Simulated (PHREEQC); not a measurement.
A solution holds 120 mmol/kgw FeSO4, 0.21 mmol/kgw H2SO4 and 2.7 mmol/kgw Na2SO4, at 25 °C. Closed to the air; pH follows from the charge balance.

Computed with PHREEQC (ion-association model, wateq4f.dat).

| quantity | before | after |
|---|---|---|
| pH | 4.00 | 4.02 |
| ionic strength (mol/kgw) | 0.262 | 0.304 |
| SO4-2 (mol/kgw) | 0.0660 | 0.0907 |
| HSO4- (mol/kgw) | 0.000239 | 0.000299 |

What was changed between the two runs?
(A) H2SO4 from 0.00021 to 0.000105 mol/kgw
(B) FeSO4 replaced by K2SO4 at the same molality
(C) H2SO4 from 0.00021 to 0.000315 mol/kgw
(D) diluted 2-fold with water
(E) Na2SO4 left out

B, FeSO4 replaced by K2SO4 at the same molality

Precipitation was switched off in this run.
